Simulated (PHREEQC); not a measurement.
## Leach liquor: an equilibrium model

Consider water at 20 °C with 0.059 mol HCl and 0.045 mol NiSO4 per kg of water. Closed to the air; pH follows from the charge balance.

Computed with PHREEQC (ion-association model, wateq4f.dat).

Precipitation was switched off in this run.

**Question.** Predict the pH, ionic strength.

**Answer.** pH 1.49; ionic strength 0.157 mol/kgw.

**Question.** In which forms is Ni present?

**Answer.** Ni+2 74 %, NiSO4 22 %, NiCl+ 3.4 % of the Ni.

Complexes and solids missing from the database can't appear.
